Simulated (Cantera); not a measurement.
**Thermodynamics of oxide etching and cleaning by halides, feed CuO + F₂ + N₂ + NF₃**

Charge: 1 mol CuO, 1.2 mol F₂, 58 mol N₂, 1.7 mol NF₃, equilibrated at 1923 K and 133 Pa.

Cantera equilibrium calculation (NASA polynomials, part measured and part estimated; ideal gas, pure solids and liquids). Candidate condensed phases: Cu, CuF₂, CuO, Cu₂O; 22 gas species. Equilibrium is a limit: real reactors are often held back by kinetics, nucleation or transport.

```yaml
x(N₂): 0.880
x(F): 0.0965
x(CuF): 0.0140
x(O₂): 0.00651
x(NO): 0.00114
x(CuF₂): 0.000854
x(O): 0.000800
x(Cu): 7.56e-5
gas_amount: 66.82 mol
log10 activity of Cu(l) (absent): -4.31
log10 activity of CuF₂(l) (absent): -5.89
```
